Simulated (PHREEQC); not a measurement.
KOH is added in steps, without added water, to 1 kg of water holding 0.0093 mol KHCO3 and 0.096 mol Na2SO4, at 25 °C. Oxygen is held at 0.21 atm. CO2 from the air is kept out. No solid was allowed to form.

Base run: PHREEQC, ion-association model, phreeqc.dat. Each further column changes one thing. The table gives CO3-2 (mol/kgw).

```
KOH added (mol)     base  Davies equation for every ion  database pitzer.dat  all activity coefficients set to 1  database wateq4f.dat
---------------  -------  -----------------------------  -------------------  ----------------------------------  --------------------
0                8.42e-5                        8.27e-5             0.000134                             4.34e-5               8.41e-5
0.002083         0.00108                        0.00107              0.00206                            0.000547               0.00108
0.004167         0.00216                        0.00212              0.00409                             0.00109               0.00216
0.007292         0.00373                        0.00367              0.00698                             0.00189               0.00373
0.009375         0.00453                        0.00446              0.00841                             0.00230               0.00453
0.01146          0.00479                        0.00470              0.00894                             0.00243               0.00478
0.01354          0.00485                        0.00476              0.00909                             0.00245               0.00484
0.01562          0.00488                        0.00478              0.00915                             0.00246               0.00487
0.01771          0.00490                        0.00480              0.00919                             0.00246               0.00489
0.02083          0.00491                        0.00481              0.00922                             0.00247               0.00490
0.02292          0.00492                        0.00481              0.00923                             0.00247               0.00491
0.025            0.00493                        0.00482              0.00924                             0.00247               0.00492
```

 pitzer.dat has no redox and few complexes: it carries them in its interaction parameters. phreeqc.dat and wateq4f.dat share most of their constants, so their agreement is no independent check. Solids allowed in the column 'database pitzer.dat': Arcanite, Burkeite, Glaserite, Kalicinite, Mirabilite, Misenite, Nahcolite, Natron, Thenardite, Trona. Solids allowed in the column 'database wateq4f.dat': Mirabilite, Nahcolite, Natron.
